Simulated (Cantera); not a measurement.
An isothermal plug-flow reactor at 623 K and 5.00 bar (inlet), inlet velocity 0.79 m/s, active area per volume 290 1/m; feed H2 : O2 : N2 = 0.015 : 0.053 : 0.79 (molar parts).

Computed with Cantera and Deutschmann's 1995 Pt surface mechanism with GRI-Mech 3.0 gas chemistry. Catalytic surfaces can have several steady states; this one follows from the mechanism file's or the stated starting coverage. Mass transfer to the wall is taken as infinitely fast.

Predict: x(H2) at z = 0.0059 m; x(O2) at z = 0.0059 m; x(H2O) at z = 0.0059 m; θ(free Pt) at the exit; θ(O*) at the exit; θ(OH*) at the exit.


| Item | Result |
|---|---|
| x(H2) at z = 0.0059 m | 0.000479 |
| x(O2) at z = 0.0059 m | 0.0537 |
| x(H2O) at z = 0.0059 m | 0.0172 |
| θ(free Pt) at the exit | 0.0150 |
| θ(O*) at the exit | 0.972 |
| θ(OH*) at the exit | 0.0125 |
